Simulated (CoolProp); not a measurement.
Sulfur hexafluoride along the isotherm 406.3 K: Z from the reference equation and from simpler models built on Tc = 318.7 K, pc = 3755 kPa, ω = 0.210; each cubic takes its own stable root.

The numbers come from the reference Helmholtz-energy equation of state, Guder 2009 in CoolProp.

| p (kPa) | phase | reference | van der Waals | Redlich-Kwong | Soave-Redlich-Kwong |
|---|---|---|---|---|---|
| 1170 | gas | 0.9546 | 0.9480 | 0.9479 | 0.9552 |
| 2350 | gas | 0.9080 | 0.8917 | 0.8943 | … |
| 3520 | gas | … | 0.8316 | 0.8405 | 0.8663 |
| 4690 | supercritical | 0.8154 | 0.7674 | 0.7872 | 0.8245 |
| 5870 | supercritical | 0.7710 | 0.7009 | 0.7364 | 0.7860 |
| 7040 | supercritical | 0.7314 | … | … | 0.7537 |
| 8210 | supercritical | … | 0.6117 | 0.6607 | 0.7295 |
| 9390 | supercritical | 0.6766 | 0.6081 | … | 0.7145 |
| 10600 | supercritical | 0.6650 | 0.6232 | … | 0.7086 |
| 11700 | supercritical | 0.6637 | 0.6455 | 0.6419 | … |
| 12900 | supercritical | 0.6703 | 0.6750 | 0.6535 | 0.7186 |
| 14100 | supercritical | 0.6831 | 0.7074 | 0.6698 | 0.7314 |
| 15300 | supercritical | 0.7004 | 0.7416 | 0.6891 | 0.7477 |
| 16400 | supercritical | 0.7190 | 0.7739 | 0.7087 | 0.7648 |
| 17600 | supercritical | 0.7414 | 0.8098 | 0.7315 | 0.7851 |
| 18800 | supercritical | 0.7654 | 0.8461 | 0.7552 | 0.8068 |

Task: Fill in the missing entries.

Result: 
- 2350, Soave-Redlich-Kwong: 0.9102
- 3520, reference: 0.8614
- 7040, van der Waals: 0.6436
- 7040, Redlich-Kwong: 0.6928
- 8210, reference: 0.6992
- 9390, Redlich-Kwong: 0.6426
- 10600, Redlich-Kwong: 0.6375
- 11700, Soave-Redlich-Kwong: 0.7105
